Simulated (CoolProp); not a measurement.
The fluid at 298.15 K and 2.65 MPa flows at 10 m/s in a round tube of 4.6 mm bore and 0.25 µm roughness, fully developed (64/Re and Nu = 3.66 if laminar; Colebrook and Gnielinski if turbulent). The same conditions are run with several fluids, on thermodynamics alone (safety and materials aside).

Computed with CoolProp (reference Helmholtz-energy equation of state of each fluid (carbon dioxide: Span 1996; oxygen: Schmidt 1985; methane: Setzmann 1991; nitrogen: Span 2000; dry air: Lemmon 2000)). Blends and air are pseudo-pure fits.

```csv
fluid,Reynolds number,Darcy friction factor,pressure drop (Pa/m),heat-transfer coefficient (W/(m² K)),mass flow (kg/h)
carbon dioxide,165000,0.0166,9960,1310,33.0
oxygen,75800,0.0193,7300,900,20.8
methane,71200,0.0196,3820,1150,10.7
nitrogen,76000,0.0193,6310,878,18.0
dry air,76000,0.0193,6540,884,18.7
```

Transport values come from each fluid's own correlations.
